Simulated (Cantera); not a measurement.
Cantera run:

```python
import numpy as np
import cantera as ct

gas_names = [...]  # 109 gases of nasa_gas.yaml made of C, Cl, H, Si
cond_names = """
    C(gr) C6H6(L) C7H8(L) C8H18(L),n-octa Si(cr) Si(L) SiC(b)
""".split()


# ... load() reads the species with a 1 bar reference pressure and builds the phases ...
atoms = {
    '(CH3)2SiCl2': {'C': 2, 'H': 6, 'Si': 1, 'CL': 2},
    'CH4': {'C': 1, 'H': 4},
    'H2': {'H': 2},
    'C3H8': {'C': 3, 'H': 8},
}
top_T = {'C(gr)': 4500, 'SiC(b)': 3050}  # K; cautious upper limits of use, not melting points


# ... equilibrate(T, P, feed) seeds the gas with the atoms and calls Mixture.equilibrate('TP', solver="vcs", rtol=1e-11, max_steps=5000) ...
results = []
feed = {'(CH3)2SiCl2': 1, 'CH4': 0.015, 'H2': 520, 'C3H8': 0.042}  # mol
P = 3700  # Pa
for T in [1773, 1873, 1973, 2073, 2173, 2273, 2373]:
    mix = equilibrate(T, P, feed)
    results.append((T, P, feed, dict(zip(mix.species_names, mix.species_moles))))
    x = sorted(zip(gas.X, gas.species_names), reverse=True)
    print(f"T = {T:g} K  P = {P:g} Pa  gas = {mix.phase_moles(0):.4g} mol")
    print("   x: " + "  ".join(f"{s} {v:.3e}" for v, s in x if v > 1e-06))
    print("   condensed (mol): " + ("  ".join(f"{mix.phase(i).name} {mix.phase_moles(i):.4g}"
          for i in range(1, mix.n_phases) if mix.phase_moles(i) > 1e-12) or "none"))
```

Output:

```
T = 1773 K  P = 3700 Pa  gas = 524.6 mol
   x: H2 9.945e-01  HCL 3.806e-03  H 1.475e-03  C2H2,acetylene 1.392e-04  CH4 3.085e-05  CL 4.338e-06  Si 1.223e-06
   condensed (mol): C(gr) 0.9797  SiC(b) 0.9983
T = 1873 K  P = 3700 Pa  gas = 525.1 mol
   x: H2 9.925e-01  HCL 3.796e-03  H 3.343e-03  C2H2,acetylene 3.097e-04  CH4 2.222e-05  CL 9.684e-06  Si 7.912e-06  SiH2 1.616e-06  CH3 1.504e-06  SiH 1.413e-06  SiCL2 1.351e-06
   condensed (mol): C(gr) 0.8096  SiC(b) 0.9931
T = 1973 K  P = 3700 Pa  gas = 526.1 mol
   x: H2 9.885e-01  H 6.974e-03  HCL 3.777e-03  C2H2,acetylene 6.332e-04  Si 4.226e-05  CL 1.992e-05  CH4 1.650e-05  SiH 5.846e-06  SiH2 4.451e-06  CH3 2.313e-06  SiCL2 1.768e-06  SiC2 1.540e-06  SiCL 1.047e-06  Si2C 1.032e-06
   condensed (mol): C(gr) 0.493  SiC(b) 0.969
T = 2073 K  P = 3700 Pa  gas = 527.9 mol
   x: H2 9.812e-01  H 1.354e-02  HCL 3.743e-03  C2H2,acetylene 1.184e-03  Si 1.931e-04  CL 3.814e-05  SiH 2.116e-05  CH4 1.245e-05  SiH2 1.114e-05  SiC2 1.092e-05  Si2C 7.120e-06  CH3 3.365e-06  SiCL 2.971e-06  SiCL2 2.256e-06
   condensed (mol): SiC(b) 0.8648
T = 2173 K  P = 3700 Pa  gas = 531.3 mol
   x: H2 9.689e-01  H 2.469e-02  HCL 3.681e-03  C2H2,acetylene 1.562e-03  Si 8.830e-04  SiH 7.804e-05  CL 6.846e-05  SiC2 5.587e-05  Si2C 4.717e-05  SiH2 2.936e-05  SiCL 8.760e-06  CH4 8.279e-06  CH3 4.062e-06  SiCL2 3.202e-06  Si2 1.548e-06  C2H 1.278e-06  C4H2 1.024e-06
   condensed (mol): SiC(b) 0.3859
T = 2273 K  P = 3700 Pa  gas = 536.6 mol
   x: H2 9.500e-01  H 4.257e-02  HCL 3.597e-03  C2H2,acetylene 1.860e-03  Si 1.515e-03  CL 1.164e-04  SiH 1.095e-04  SiC2 9.881e-05  Si2C 4.693e-05  SiH2 3.022e-05  SiCL 1.003e-05  CH4 5.435e-06  CH3 4.600e-06  C2H 3.512e-06  Si2 2.134e-06  SiCL2 1.876e-06  C4H2 1.489e-06
   condensed (mol): none
T = 2373 K  P = 3700 Pa  gas = 544.2 mol
   x: H2 9.229e-01  H 6.975e-02  HCL 3.479e-03  C2H2,acetylene 1.850e-03  Si 1.586e-03  CL 1.880e-04  SiH 9.488e-05  SiC2 9.106e-05  SiH2 1.961e-05  Si2C 1.763e-05  C2H 7.553e-06  SiCL 7.196e-06  CH3 4.693e-06  CH4 3.356e-06  C4H2 1.524e-06  Si2 1.168e-06
   condensed (mol): none
```

Method: chemical equilibrium by Gibbs-energy minimisation in Cantera with the NASA 1993 tables (ideal gas, pure condensed phases). The feed counts by its element totals alone. The tables' values for SiCl are old estimates; treat these amounts as uncertain. Gases not in the tables: Si2H6 and higher silanes.
